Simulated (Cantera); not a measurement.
Feed: 1 mol Si, 0.0034 mol H2O, 7.1 mol N2, held at 2000 K and 1.33 mbar.

Method: chemical equilibrium by Gibbs-energy minimisation in Cantera with the NASA 1993 tables (ideal gas, pure condensed phases). Candidate condensed phases: H2O, Si, SiO2, Si2N2O, Si3N4; 35 gas species. The tables' values for SiN are old estimates; treat these amounts as uncertain. Equilibrium is a limit: real reactors are often held back by kinetics, nucleation or transport.

Base state: N2 0.965, Si 0.0327, H 0.000578, SiO 0.000462, Si2N 0.000400, Si2 0.000339, SiN 0.000305, H2 0.000168 (mole fractions); condensed: Si(l).

Q: What changes in the equilibrium state with this change: temperature from 2000 K to 1648.15 K?

A: 
```
species          before     after
-------------  --------  --------
N2                0.965     0.999
SiO            0.000462  0.000528
H2             0.000168  0.000500
Si               0.0327  0.000122
H              0.000578   5.46e-5
Si3             7.26e-5   3.87e-8
Si2            0.000339   2.58e-7
Si2N           0.000400   3.59e-6
SiN            0.000305   3.23e-6
Si(l), mol        0.742         0
Si3N4(s), mol         0     0.332
```

Q: What changes in the equilibrium state with this change: pressure from 1.33 mbar to 0.100 bar?

A: 
| species | before | after |
|---|---|---|
| N2 | 0.965 | 0.998 |
| SiO | 0.000462 | 0.000478 |
| Si | 0.0327 | 0.000435 |
| H | 0.000578 | 0.000106 |
| Si3 | 7.26e-5 | 9.68e-7 |
| Si2 | 0.000339 | 4.51e-6 |
| SiN | 0.000305 | 3.58e-5 |
| Si2N | 0.000400 | 4.70e-5 |
| Si(l), mol | 0.742 | 0.992 |
